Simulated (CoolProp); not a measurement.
Properties of carbon monoxide along the isotherm -194.85 °C.

Values from CoolProp's reference Helmholtz-energy equation of state, Lemmon 2006. It is a short technical equation, of lower accuracy than the large ones.

```csv
p (kPa),phase,density (kg/m³),cp (kJ/(kg K)),cv (kJ/(kg K)),isothermal compressibility (1/MPa),fugacity coefficient
125,liquid,807.7,2.139,1.168,0.002797,0.5299
250,liquid,808.0,2.138,1.168,0.002787,0.2667
375,liquid,808.3,2.137,1.168,0.002778,0.1790
500,liquid,808.6,2.136,1.168,0.002769,0.1351
625,liquid,808.9,2.135,1.169,0.002759,0.1088
750,liquid,809.1,2.134,1.169,0.002750,0.09130
875,liquid,809.4,2.133,1.169,0.002741,0.07878
999,liquid,809.7,2.131,1.169,0.002732,0.06945
1120,liquid,810.0,2.130,1.170,0.002723,0.06235
1250,liquid,810.2,2.129,1.170,0.002714,0.05625
1370,liquid,810.5,2.128,1.170,0.002705,0.05165
1500,liquid,810.8,2.127,1.170,0.002696,0.04750
1620,liquid,811.1,2.126,1.171,0.002687,0.04427
1750,liquid,811.3,2.125,1.171,0.002678,0.04126
```
